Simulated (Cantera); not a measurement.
**Stirred combustor or abatement burner**

A perfectly stirred reactor is fed with 3.58 % CH₄, 2.29 % CO, 19.7 % O₂, 74.4 % N₂, at 1400000 Pa; it is adiabatic with a 725 K inlet, and is followed from long to short residence time, starting on the burning branch (τ in s: 0.2, 0.067, 0.022, 0.0073, 0.0024, 0.00079, 0.00026, 8.5e-05, 2.8e-05, 9.2e-06).

Computed with Cantera and GRI-Mech 3.0 (53 species, 325 reactions). The pressure lies above the range GRI-Mech 3.0 was tuned for (to about 10 atm).

```json
[
 {"τ (s)": "0.20", "T (K)": "1714", "x CH₄": "2.12e-6", "x CO": "4.43e-5", "x O₂": "0.116", "x H": "9.52e-8", "x H₂O": "0.0723"},
 {"τ (s)": "0.067", "T (K)": "1713", "x CH₄": "5.44e-6", "x CO": "0.000110", "x O₂": "0.116", "x H": "1.77e-7", "x H₂O": "0.0722"},
 {"τ (s)": "0.022", "T (K)": "1711", "x CH₄": "1.32e-5", "x CO": "0.000270", "x O₂": "0.116", "x H": "4.16e-7", "x H₂O": "0.0722"},
 {"τ (s)": "0.0073", "T (K)": "1708", "x CH₄": "3.06e-5", "x CO": "0.000641", "x O₂": "0.116", "x H": "1.08e-6", "x H₂O": "0.0721"},
 {"τ (s)": "0.0024", "T (K)": "1699", "x CH₄": "7.25e-5", "x CO": "0.00156", "x O₂": "0.117", "x H": "2.93e-6", "x H₂O": "0.0719"},
 {"τ (s)": "0.00079", "T (K)": "1676", "x CH₄": "0.000195", "x CO": "0.00415", "x O₂": "0.118", "x H": "7.75e-6", "x H₂O": "0.0714"},
 {"τ (s)": "0.00026", "T (K)": "725", "x CH₄": "0.0358", "x CO": "0.0229", "x O₂": "0.197", "x H": "<1e-12", "x H₂O": "2.17e-12"},
 {"τ (s)": "8.5e-5", "T (K)": "725", "x CH₄": "0.0358", "x CO": "0.0229", "x O₂": "0.197", "x H": "<1e-12", "x H₂O": "<1e-12"},
 {"τ (s)": "2.8e-5", "T (K)": "725", "x CH₄": "0.0358", "x CO": "0.0229", "x O₂": "0.197", "x H": "<1e-12", "x H₂O": "<1e-12"},
 {"τ (s)": "9.2e-6", "T (K)": "725", "x CH₄": "0.0358", "x CO": "0.0229", "x O₂": "0.197", "x H": "<1e-12", "x H₂O": "<1e-12"}
]
```
x: mole fraction; the columns are a selection and need not sum to one.
